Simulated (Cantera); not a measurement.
## Stirred combustor or abatement burner

A perfectly stirred reactor is fed with CH4 : H2 : O2 : N2 = 1 : 0.2 : 3.09 : 11.6 (molar parts), at 1000000 Pa; it is adiabatic with a 325 K inlet, and is followed from long to short residence time, starting on the burning branch (τ in s: 0.04, 0.019, 0.0093, 0.0045, 0.0022, 0.001, 0.0005, 0.00024, 0.00012, 5.6e-05, 2.7e-05, 1.3e-05).

Model: GRI-Mech 3.0 (53 species, 325 reactions), integrated in Cantera.

```
τ (s)    T (K)     x CH4      x H2    x O2   x H2O    x C2H6   x H2O2
-------  -----  --------  --------  ------  ------  --------  -------
0.040     1839   7.90e-6   3.05e-5  0.0626   0.139  5.54e-10  1.59e-7
0.019     1838   1.43e-5   4.50e-5  0.0627   0.139   1.70e-9  1.95e-7
0.0093    1836   2.45e-5   6.88e-5  0.0628   0.139   4.52e-9  2.50e-7
0.0045    1833   4.15e-5  0.000109  0.0629   0.139   1.14e-8  3.33e-7
0.0022    1827   6.95e-5  0.000175  0.0632   0.138   2.70e-8  4.51e-7
0.0010    1817  0.000125  0.000298  0.0638   0.138   7.01e-8  6.37e-7
0.00050   1802  0.000216  0.000484  0.0647   0.137   1.72e-7  8.72e-7
0.00024   1772  0.000430  0.000847  0.0667   0.136   5.68e-7  1.27e-6
0.00012    325    0.0629    0.0126   0.194  <1e-12    <1e-12   <1e-12
5.6e-5     325    0.0629    0.0126   0.194  <1e-12    <1e-12   <1e-12
2.7e-5     325    0.0629    0.0126   0.194  <1e-12    <1e-12   <1e-12
1.3e-5     325    0.0629    0.0126   0.194  <1e-12    <1e-12   <1e-12
```
x: mole fraction; the columns are a selection and need not sum to one.
